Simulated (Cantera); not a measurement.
Input (Python, Cantera):

```python
import numpy as np
import cantera as ct

gas = ct.Solution("h2o2.yaml")
gas.TPX = 1098, 2400, {'H2': 0.085, 'O2': 1}
reactor = ct.IdealGasConstPressureReactor(gas, energy="off", clone=False)
net = ct.ReactorNet([reactor])
net.rtol, net.atol = 1e-08, 1e-18
show = ['H2', 'O2', 'H2O', 'H', 'OH']
times = np.geomspace(1e-06, 2, 13)

steps = ct.SolutionArray(gas, extra=["t"])
rows = []
print(f"{'t/s':>10s}{'T/K':>9s}{'P/Pa':>11s}" + "".join(f"{s:>11s}" for s in show))
for t in times:
    while net.time < t:
        t_next = net.step()
        steps.append(gas.state, t=t_next)
    rows.append([np.interp(t, steps.t, y) for y in (steps.T, steps.P, *steps(*show).X.T)])
    print(f"{t:10.3e}{rows[-1][0]:9.1f}{rows[-1][1]:11.4g}" + "".join(f"{x:11.3e}" for x in rows[-1][2:]))
rate = np.gradient(steps.T, steps.t)
print("integrator steps:", len(steps.t))
if steps.T.max() > steps.T[0] + 200:
    print(f"time of steepest temperature rise: {steps.t[rate.argmax()]:.4e} s")
gas.TPX = 1098, 2400, {'H2': 0.085, 'O2': 1}
gas.equilibrate("TP")
print(f"equilibrium (TP): T = {gas.T:.1f} K  " + "  ".join(f"{s} {gas[s].X[0]:.3e}" for s in show))
```

Result:

```
       t/s      T/K       P/Pa         H2         O2        H2O          H         OH
 1.000e-06   1098.0       2400  7.834e-02  9.217e-01  2.113e-15  1.429e-11  1.708e-13
 3.350e-06   1098.0       2400  7.834e-02  9.217e-01  7.545e-14  4.662e-11  1.830e-12
 1.122e-05   1098.0       2400  7.834e-02  9.217e-01  2.552e-12  1.451e-10  1.806e-11
 3.761e-05   1098.0       2400  7.834e-02  9.217e-01  7.389e-11  4.312e-10  1.464e-10
 1.260e-04   1098.0       2400  7.834e-02  9.217e-01  1.829e-09  1.821e-09  1.104e-09
 4.221e-04   1098.0       2400  7.834e-02  9.217e-01  1.214e-07  5.524e-08  3.892e-08
 1.414e-03   1098.0       2400  7.044e-02  9.165e-01  5.811e-03  2.590e-03  1.588e-03
 4.738e-03   1098.0       2400  1.411e-03  8.910e-01  7.265e-02  8.850e-03  2.876e-03
 1.587e-02   1098.0       2400  3.031e-04  9.127e-01  7.988e-02  8.218e-04  1.282e-03
 5.318e-02   1098.0       2400  2.975e-05  9.178e-01  8.126e-02  2.576e-05  4.005e-04
 1.782e-01   1098.0       2400  2.884e-06  9.184e-01  8.146e-02  8.645e-07  1.298e-04
 5.970e-01   1098.0       2400  3.924e-07  9.184e-01  8.151e-02  4.850e-08  4.982e-05
 2.000e+00   1098.0       2400  7.355e-08  9.185e-01  8.152e-02  4.247e-09  2.212e-05
integrator steps: 1753
equilibrium (TP): T = 1098.0 K  H2 6.933e-10  O2 9.185e-01  H2O 8.153e-02  H 4.231e-12  OH 2.191e-06
```

Cantera simulation using the H2/O2 subset of GRI-Mech 3.0, which has no nitrogen chemistry; the numbers are that mechanism's predictions, not measurements. Radical loss at walls, strong at low pressure, is not modelled. The temperature is held fixed by assumption; the heat of reaction is taken as removed at once.
